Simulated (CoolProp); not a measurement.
Vapour-liquid equilibrium of toluene (1) + ethylbenzene (2) at 272.75 °C; x and y are mole fractions of (1).

Computed with CoolProp (multi-fluid Helmholtz-energy mixture model, Lemmon 2006 and Zhou 2012; pair parameters Bell 2016).

Q: Give the bubble pressure and the first vapour's composition at x = 0.05, 0.35, 0.5. Is there an azeotrope?

A: x = 0.05: 14.76 bar, y = 0.067; x = 0.35: 17.10 bar, y = 0.417; x = 0.5: 18.31 bar, y = 0.569. No azeotrope shows between x = 0.05 and 0.95.

Pair parameters are fitted to limited data, so mixtures are less certain than the pure fluids.
